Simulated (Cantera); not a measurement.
Cantera with NASA thermochemical tables; ideal gases at 1 bar, condensed phases pure. Values are per mole of reaction as written; species without (g) are pure solids or liquids, kept so even where they would boil at 1 bar.

Between 525 and 975 K, where is each reaction favourable under standard conditions?
- S + PbO = PbS + O(g)
- S + 3 PbO(g) = SO₃(g) + 3 Pb(g)


- S + PbO = PbS + O(g): ΔG° is 291 kJ at 525 K and 229 kJ at 975 K; it stays positive (K < 1). ΔH° is 359 kJ and ΔS° 134 J/K at 975 K.
- S + 3 PbO(g) = SO₃(g) + 3 Pb(g): ΔG° is -36 kJ at 525 K and -42 kJ at 975 K; it stays negative (K > 1). ΔH° is -31 kJ and ΔS° 11 J/K at 975 K.
